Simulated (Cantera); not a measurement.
Input: 1 mol SiC, 0.89 mol O2, 12 mol N2, held at 4.80 Pa.

Equilibrium computed with Cantera from the NASA thermochemical tables; the gas is ideal and each condensed phase is pure. Candidate condensed phases: C, Si, SiC, SiO2, Si2N2O, Si3N4; 34 gas species. Equilibrium is a limit: real reactors are often held back by kinetics, nucleation or transport.

Task: Which condensed phases are stable at each of these points (T (K)): 1500, 1550, 1600, 1650, 1700, 1750, 1800, 1850, 1900, 1950, 2000, 2050, 2100?

Result: 
| T (K) | condensed phases | Si condensed (%) |
|---|---|---|
| 1500 | SiC(s) | 11.0 |
| 1550 | SiC(s) | 10.9 |
| 1600 | SiC(s) | 10.7 |
| 1650 | SiC(s) | 10.2 |
| 1700 | SiC(s) | 8.7 |
| 1750 | SiC(s) | 5.2 |
| 1800 | gas only | 0.0 |
| 1850 | gas only | 0.0 |
| 1900 | gas only | 0.0 |
| 1950 | gas only | 0.0 |
| 2000 | gas only | 0.0 |
| 2050 | gas only | 0.0 |
| 2100 | gas only | 0.0 |

From 1500 K to 1750 K the condensed part is SiC(s). From 1800 K to 2100 K nothing is condensed.
